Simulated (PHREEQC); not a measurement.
0.036 g of hydrous ferric oxide (600 m²/g; 0.2 weak and 0.005 strong sites per Fe, Dzombak-Morel constants, diffuse double layer) in 1 kg of water with 0.3 mol/kgw of an inert sodium salt and 7.2e-06 mol/kgw Na2SO4 and 0.00012 mol/kgw SrCl2, at 25 °C; the pH is set by adding NaOH or the inert anion's acid. O2 is buffered at 0.21 atm. No CO2 enters from the air. Nothing may precipitate in this run.

All values are PHREEQC results (ion-association model, wateq4f.dat), not measurements.

Q: Predict S sorbed (%), Sr sorbed (%), surface charge σ (C/m²) at pH = 4.33, 7.

A: 
```tsv
pH	S sorbed (%)	Sr sorbed (%)	surface charge σ (C/m²)
4.33	31.5	0.0	0.314
7	0.3	0.1	0.067
```

Species that the database lacks are ignored. The oxide is taken as insoluble; below pH 4 it would dissolve.
